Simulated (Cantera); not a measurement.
Input (Python, Cantera) and output of one run.

```python
import numpy as np
import cantera as ct

gas_names = """
    C CN CO CO2 C2 CCN CNC C2N2 C2O C3 C3O2 C4 C4N2 C5 N NCO NO NO2 NO3 N2 N2O O O2 O3 Pb PbO Pb2
""".split()
cond_names = """
    C(gr) Pb(cr) Pb(L) PbO(rd) PbO(yw) PbO(L) PbO2(s) Pb3O4(s)
""".split()


# ... load() reads the species with a 1 bar reference pressure and builds the phases ...
atoms = {
    'PbO': {'Pb': 1, 'O': 1},
    'CO': {'C': 1, 'O': 1},
    'N2': {'N': 2},
}
top_T = {'C(gr)': 4500, 'Pb3O4(s)': 820}  # K; cautious upper limits of use, not melting points


# ... equilibrate(T, P, feed) seeds the gas with the atoms and calls Mixture.equilibrate('TP', solver="vcs", rtol=1e-11, max_steps=5000) ...
results = []
feed = {'PbO': 1, 'CO': 0.2, 'N2': 26}  # mol
P = 133.322  # Pa
for T in [950, 1000, 1050, 1100, 1150, 1200, 1250, 1300]:
    mix = equilibrate(T, P, feed)
    results.append((T, P, feed, dict(zip(mix.species_names, mix.species_moles))))

top = {s: max(r[3][s] / sum(r[3][g] for g in gas_names) for r in results) for s in gas_names}
cols = sorted((s for s in top if top[s] > 0.001), key=lambda s: -top[s])[:8]
seen = [c for c in cond_names if any(r[3].get(c, 0) > 1e-12 for r in results)]
print("log10 of partial pressures in bar; condensed amounts in mol")
print(f"{'T/K':>10s}" + "".join(f"{s[:9]:>10s}" for s in cols + seen))
for T, P, feed, n in results:
    ng = sum(n[g] for g in gas_names)
    print(f"{T:10.4g}" + "".join(f"{np.log10(max(n[s] / ng * P / 1e5, 1e-99)):10.3f}" for s in cols)
          + "".join(f"{n.get(c, 0):10.4g}" for c in seen))
```

It prints:

```
log10 of partial pressures in bar; condensed amounts in mol
       T/K        N2       PbO        Pb       CO2        O2     Pb(L)   PbO(yw)
       950    -2.880    -7.278    -5.298    -4.994   -13.653    0.1007     0.799
      1000    -2.882    -6.516    -4.996    -4.996   -12.043         0     0.794
      1050    -2.882    -5.830    -4.996    -4.996   -10.043         0    0.7707
      1100    -2.884    -5.208    -4.997    -4.998    -8.228         0    0.6765
      1150    -2.889    -4.643    -4.982    -5.003    -6.608         0     0.331
      1200    -2.895    -4.438    -4.904    -5.009    -5.877         0         0
      1250    -2.895    -4.464    -4.837    -5.009    -5.625         0         0
      1300    -2.896    -4.499    -4.765    -5.010    -5.434         0         0
```

These are equilibrium values from Cantera (NASA tables, ideal gas, pure condensed phases), not measurements of a reactor.
